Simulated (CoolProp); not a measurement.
Vapour-liquid equilibrium of R125 (1) + dimethyl ether (2) at 275.3 K; x and y are mole fractions of (1).

Computed with CoolProp (multi-fluid Helmholtz-energy mixture model, Lemmon 2005 and Wu 2011; pair parameters Bell 2016).

```json
[
 {"x": "0.05", "bubble pressure, mixture model (MPa)": "0.2946", "bubble pressure, Raoult's law (MPa)": "0.3088", "y, mixture model": "0.072", "y, Raoult's law": "0.116"},
 {"x": "0.2", "bubble pressure, mixture model (MPa)": "?", "bubble pressure, Raoult's law (MPa)": "0.3733", "y, mixture model": "?", "y, Raoult's law": "0.384"},
 {"x": "0.35", "bubble pressure, mixture model (MPa)": "?", "bubble pressure, Raoult's law (MPa)": "0.4378", "y, mixture model": "?", "y, Raoult's law": "0.573"},
 {"x": "0.5", "bubble pressure, mixture model (MPa)": "0.4142", "bubble pressure, Raoult's law (MPa)": "0.5023", "y, mixture model": "0.676", "y, Raoult's law": "0.714"},
 {"x": "0.65", "bubble pressure, mixture model (MPa)": "0.4881", "bubble pressure, Raoult's law (MPa)": "0.5668", "y, mixture model": "0.822", "y, Raoult's law": "0.823"},
 {"x": "0.8", "bubble pressure, mixture model (MPa)": "0.5805", "bubble pressure, Raoult's law (MPa)": "0.6313", "y, mixture model": "?", "y, Raoult's law": "0.909"},
 {"x": "0.95", "bubble pressure, mixture model (MPa)": "0.6832", "bubble pressure, Raoult's law (MPa)": "0.6957", "y, mixture model": "0.986", "y, Raoult's law": "0.979"}
]
```

Task: What belongs in the gaps?

Result: 
- 0.2, bubble pressure, mixture model (MPa): 0.3216
- 0.2, y, mixture model: 0.286
- 0.35, bubble pressure, mixture model (MPa): 0.3598
- 0.35, y, mixture model: 0.492
- 0.8, y, mixture model: 0.924

The largest gap from Raoult's law is -17.8 % in bubble pressure, at x = 0.35. No azeotrope shows between x = 0.05 and 0.95.

The pair parameters rest on a limited set of measurements; away from them the model extrapolates.
